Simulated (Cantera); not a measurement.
A perfectly stirred reactor is fed with 47.6 % CH₄, 52.4 % H₂O, at 1.00 bar; it is held at 1475 K, and followed from long to short residence time.

Model: GRI-Mech 3.0 (53 species, 325 reactions), integrated in Cantera.

One state of this run: x CH₄ = 0.379; x H₂O = 0.490; x CH₂O = 2.59e-6; x CH₂CO = 1.58e-5; x O = 2.62e-12; x C₂H = 8.43e-10. x: mole fraction; the columns are a selection and need not sum to one.

**Question.** Which value of τ (s) does it belong to?
A. 0.061
B. 0.00026
C. 0.15
D. 0.38

**Answer.** C, 0.15
